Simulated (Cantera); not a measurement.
Cantera run:

```python
import numpy as np
import cantera as ct

gas_names = """
    Cr CrN CrO CrO2 CrO3 H HNO HNO2 HNO3 HO2 H2 H2O H2O2 N NH NH2 NH3 NH2OH NO NO2 NO3 N2 N2H2 N2H4 N2O
    O OH O2 O3
""".split()
cond_names = """
    Cr(cr) Cr(L) CrN(s) Cr2N(s) Cr2O3(s) Cr2O3(L) H2O(s) H2O(L)
""".split()


def load(file, names, dense=False):
    # The tables refer to 1 bar. Condensed volumes are neglected.
    table = {s.name: s for s in ct.Species.list_from_file(file)}
    out = []
    for n in names:
        d = dict(table[n].input_data)
        d["thermo"] = dict(d["thermo"], **{"reference-pressure": 1e5})
        if dense:
            d["equation-of-state"] = {"model": "constant-volume", "density": "1e6 g/cm^3"}
        out.append(ct.Species.from_dict(d))
    return out


gas = ct.Solution(thermo="ideal-gas", species=load("nasa_gas.yaml", gas_names))
cond = {s.name: ct.Solution(thermo="fixed-stoichiometry", species=[s], name=s.name)
        for s in load("nasa_condensed.yaml", cond_names, dense=True)}
atoms = {
    'Cr': {'Cr': 1},
    'N2O': {'N': 2, 'O': 1},
    'H2': {'H': 2},
}
top_T = {'CrN(s)': 1900, 'Cr2N(s)': 1900}  # K; cautious upper limits of use, not melting points


def equilibrate(T, P, feed):
    n = {}
    for name, mol in feed.items():
        for a, k in atoms[name].items():
            n[a] = n.get(a, 0.0) + k * mol
    gas.TPX = T, P, n
    mass = sum(n.values()) * gas.mean_molecular_weight
    gas.equilibrate("TP")
    valid = [c for c in cond.values() if c.min_temp <= T <= top_T.get(c.name, c.max_temp)]
    mix = ct.Mixture([(gas, mass / gas.mean_molecular_weight)] + [(c, 0.0) for c in valid])
    mix.T, mix.P = T, P
    mix.equilibrate("TP", solver="gibbs", rtol=1e-10, max_steps=50000)
    return mix


results = []
T = 2075  # K
P = 260000  # Pa
for m in [14, 18, 23, 29, 38, 49, 63, 81, 100, 140]:
    feed = {'Cr': 1, 'N2O': 0.85, 'H2': m}  # mol
    mix = equilibrate(T, P, feed)
    results.append((T, P, feed, dict(zip(mix.species_names, mix.species_moles))))

top = {s: max(r[3][s] / sum(r[3][g] for g in gas_names) for r in results) for s in gas_names}
cols = sorted((s for s in top if top[s] > 0.0001), key=lambda s: -top[s])[:5]
seen = [c for c in cond_names if any(r[3].get(c, 0) > 1e-12 for r in results)]
print("log10 of partial pressures in bar; condensed amounts in mol")
print(f"{'n(H2)':>10s}" + "".join(f"{s[:9]:>10s}" for s in cols + seen))
for T, P, feed, n in results:
    ng = sum(n[g] for g in gas_names)
    print(f"{feed['H2']:10.4g}" + "".join(f"{np.log10(max(n[s] / ng * P / 1e5, 1e-99)):10.3f}" for s in cols)
          + "".join(f"{n.get(c, 0):10.4g}" for c in seen))
```

It prints:

```
log10 of partial pressures in bar; condensed amounts in mol
     n(H2)        H2        N2       H2O         H        Cr    Cr(cr)  Cr2O3(s)
        14     0.380    -0.828    -1.330    -2.385    -2.590    0.5972     0.194
        18     0.385    -0.932    -1.324    -2.382    -2.590    0.6442    0.1684
        23     0.390    -1.034    -1.320    -2.380    -2.590     0.703    0.1365
        29     0.393    -1.131    -1.317    -2.378    -2.590    0.7736   0.09821
        38     0.396    -1.246    -1.314    -2.377    -2.590    0.8795   0.04076
        49     0.399    -1.354    -1.354    -2.375    -2.590      0.95         0
        63     0.402    -1.462    -1.462    -2.373    -2.590    0.9361         0
        81     0.405    -1.570    -1.570    -2.372    -2.590    0.9183         0
       100     0.406    -1.660    -1.660    -2.371    -2.590    0.8995         0
       140     0.409    -1.805    -1.806    -2.370    -2.590    0.8599         0
```

Method: chemical equilibrium by Gibbs-energy minimisation in Cantera with the NASA 1993 tables (ideal gas, pure condensed phases). Mutual solubility and eutectic melting of coexisting phases are not modelled.
